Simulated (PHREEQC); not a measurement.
Consider water at 17 °C with 0.045 mol H2SeO4, 0.0021 mol NH3 and 0.21 mol NaCl per kg of water. Closed to the air; pH follows from the charge balance.

Equilibrium calculation in PHREEQC: ion-association model, wateq4f.dat.

No solid was allowed to form.

Q: Predict the pH, activity of water.

A: pH 1.27; activity of water 0.991.

Q: In which forms is Se present?

A: SeO4-2 56 %, HSeO4- 44 % of the Se.

Species that the database lacks are ignored.
